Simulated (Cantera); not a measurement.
Premixed flame

A freely propagating, adiabatic, planar premixed flame of 14.6 % CH₄, 22.5 % O₂, 62.9 % N₂, equivalence ratio 1.3, unburnt at 548 K and 0.395 atm; mixture-averaged transport, grid criteria slope 0.08 and curve 0.16, no radiation.

Model: GRI-Mech 3.0 (53 species, 325 reactions), integrated in Cantera. Burning velocities carry a grid error of a few per cent, more on coarse grids.

```json
[
 {"z (mm)": "-1.93", "T (K)": "548", "u (m/s)": "1.58", "x CH₄": "0.146", "x O₂": "0.224", "x HCO": "<1e-8", "x CH₃": "3.95e-8", "x NO": "<1e-8", "x H₂O": "1.83e-5"},
 {"z (mm)": "-1.29", "T (K)": "549", "u (m/s)": "1.59", "x CH₄": "0.145", "x O₂": "0.224", "x HCO": "<1e-8", "x CH₃": "5.42e-7", "x NO": "<1e-8", "x H₂O": "0.000218"},
 {"z (mm)": "-0.967", "T (K)": "557", "u (m/s)": "1.62", "x CH₄": "0.143", "x O₂": "0.222", "x HCO": "<1e-8", "x CH₃": "3.55e-6", "x NO": "2.79e-8", "x H₂O": "0.00124"},
 {"z (mm)": "-0.645", "T (K)": "630", "u (m/s)": "1.86", "x CH₄": "0.136", "x O₂": "0.215", "x HCO": "<1e-8", "x CH₃": "4.16e-5", "x NO": "3.76e-7", "x H₂O": "0.00980"},
 {"z (mm)": "-0.322", "T (K)": "1118", "u (m/s)": "3.40", "x CH₄": "0.0949", "x O₂": "0.171", "x HCO": "3.32e-6", "x CH₃": "0.00163", "x NO": "4.58e-6", "x H₂O": "0.0637"},
 {"z (mm)": "-0.161", "T (K)": "1572", "u (m/s)": "4.88", "x CH₄": "0.0512", "x O₂": "0.119", "x HCO": "4.82e-5", "x CH₃": "0.00642", "x NO": "1.12e-5", "x H₂O": "0.117"},
 {"z (mm)": "0", "T (K)": "1970", "u (m/s)": "6.21", "x CH₄": "0.0145", "x O₂": "0.0618", "x HCO": "0.000120", "x CH₃": "0.00666", "x NO": "2.37e-5", "x H₂O": "0.166"},
 {"z (mm)": "0.161", "T (K)": "2168", "u (m/s)": "6.87", "x CH₄": "0.00202", "x O₂": "0.0270", "x HCO": "6.88e-5", "x CH₃": "0.00203", "x NO": "4.31e-5", "x H₂O": "0.193"},
 {"z (mm)": "0.322", "T (K)": "2225", "u (m/s)": "7.05", "x CH₄": "0.000185", "x O₂": "0.0124", "x HCO": "1.38e-5", "x CH₃": "0.000283", "x NO": "6.25e-5", "x H₂O": "0.203"},
 {"z (mm)": "0.645", "T (K)": "2248", "u (m/s)": "7.09", "x CH₄": "1.23e-6", "x O₂": "0.00534", "x HCO": "2.42e-7", "x CH₃": "2.53e-6", "x NO": "8.32e-5", "x H₂O": "0.204"},
 {"z (mm)": "1.29", "T (K)": "2265", "u (m/s)": "7.12", "x CH₄": "<1e-8", "x O₂": "0.00403", "x HCO": "8.28e-8", "x CH₃": "<1e-8", "x NO": "9.46e-5", "x H₂O": "0.203"},
 {"z (mm)": "2.58", "T (K)": "2287", "u (m/s)": "7.17", "x CH₄": "<1e-8", "x O₂": "0.00354", "x HCO": "7.53e-8", "x CH₃": "<1e-8", "x NO": "0.000104", "x H₂O": "0.205"},
 {"z (mm)": "5.16", "T (K)": "2319", "u (m/s)": "7.26", "x CH₄": "<1e-8", "x O₂": "0.00291", "x HCO": "6.51e-8", "x CH₃": "<1e-8", "x NO": "0.000119", "x H₂O": "0.207"}
]
```
x: mole fraction of selected species; z is measured from the peak of heat release.

```
Item                        Result
------------------------  --------
laminar burning velocity  158 cm/s
thermal thickness         0.645 mm
peak x(HCO)               0.000120
peak x(CH₃)                0.00778
grid points                    162
```
